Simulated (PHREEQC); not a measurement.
Solution (25 °C): 0.0013 mol HBr and 0.00025 mol FeCl3 per kg of water. Closed to the air; pH follows from the charge balance.

Model: ion-association model, phreeqc.dat, run in PHREEQC.

This is a speciation only: nothing precipitates in the calculation.

Problem. Order these Fe species by the share of Fe that they hold, largest first: Fe+3, FeOH+2, FeCl+2, Fe2(OH)2+4, Fe(OH)2+.

Solution. FeOH+2 (67 %), Fe+3 (19 %), Fe(OH)2+ (13 %), Fe2(OH)2+4 (0.92 %), FeCl+2 (0.32 %)

The pH is 2.84 and the ionic strength 0.00237 mol/kgw. Examples of supersaturated solids here: Hematite (slow to form), Goethite (slow to form). Others may be too. Species that the database lacks are ignored.
